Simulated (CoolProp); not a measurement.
Vapour-liquid equilibrium of carbon dioxide (1) + CHF3 (R23) (2) at 250.1 K; x and y are mole fractions of (1).

The numbers come from the multi-fluid Helmholtz-energy mixture model, Span 1996 and Penoncello 2003; pair parameters Bell 2016 in CoolProp.

Problem. Give the bubble pressure and the first vapour's composition at x = 0.15, 0.65, 0.95. Is there an azeotrope?

Solution. x = 0.15: 1.373 MPa, y = 0.199; x = 0.65: 1.669 MPa, y = 0.702; x = 0.95: 1.779 MPa, y = 0.955. No azeotrope shows between x = 0.05 and 0.95.

Pair parameters are fitted to limited data, so mixtures are less certain than the pure fluids.
